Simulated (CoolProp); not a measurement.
A simple Rankine cycle with R113: condensing at 313.15 K, boiler at 0.454 MPa, turbine inlet 499 K, turbine efficiency 0.75, pump efficiency 0.7, no recuperator. Each further row changes one setting.

Model: reference Helmholtz-energy equation of state, Marx 1992, in CoolProp.

| case | thermal efficiency (%) | net work (kJ/kg) | heat in (kJ/kg) | turbine exit temperature (K) | volume ratio over the turbine |
|---|---|---|---|---|---|
| as stated | … | … | 283 | 461.7 | … |
| condensing temperature 305.15 K | 10.7 | 31.0 | … | 456.0 | 7.34 |
| boiler pressure 0.318 MPa | … | 21.7 | 284 | 469.4 | 3.91 |
| turbine efficiency 0.65 | … | … | 283 | 466.3 | 5.61 |

Task: What belongs in the gaps?

Result: 
- as stated, thermal efficiency (%): 9.5
- as stated, net work (kJ/kg): 26.8
- as stated, volume ratio over the turbine: 5.56
- condensing temperature 305.15 K, heat in (kJ/kg): 290
- boiler pressure 0.318 MPa, thermal efficiency (%): 7.7
- turbine efficiency 0.65, thermal efficiency (%): 8.2
- turbine efficiency 0.65, net work (kJ/kg): 23.1
